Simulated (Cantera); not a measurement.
An adiabatic, constant-volume homogeneous reactor starts with CO : H2 : O2 : N2 : CO2 = 1 : 0.61 : 0.936 : 3.52 : 1.5 (molar parts), equivalence ratio 0.86, at 1348 K and 260000 Pa.

Computed with Cantera and GRI-Mech 3.0 (53 species, 325 reactions). The hydrogen kinetics of GRI-Mech 3.0 are dated; newer H2 mechanisms differ, most at raised pressure.

Predict: time of steepest temperature rise; temperature at 0.200 s; equilibrium temperature; x(CO) at 0.200 s; x(H2) at 0.200 s; x(O2) at 0.200 s; x(O) at 0.200 s; x(OH) at 0.200 s.


| Item | Value |
|---|---|
| time of steepest temperature rise | 15.8 µs |
| temperature at 0.200 s | 2591 K |
| equilibrium temperature | 2591 K |
| x(CO) at 0.200 s | 0.0458 (gas-phase equilibrium 0.0458) |
| x(H2) at 0.200 s | 0.00185 (gas-phase equilibrium 0.00185) |
| x(O2) at 0.200 s | 0.0356 (gas-phase equilibrium 0.0356) |
| x(O) at 0.200 s | 0.00198 (gas-phase equilibrium 0.00198) |
| x(OH) at 0.200 s | 0.00756 (gas-phase equilibrium 0.00756) |
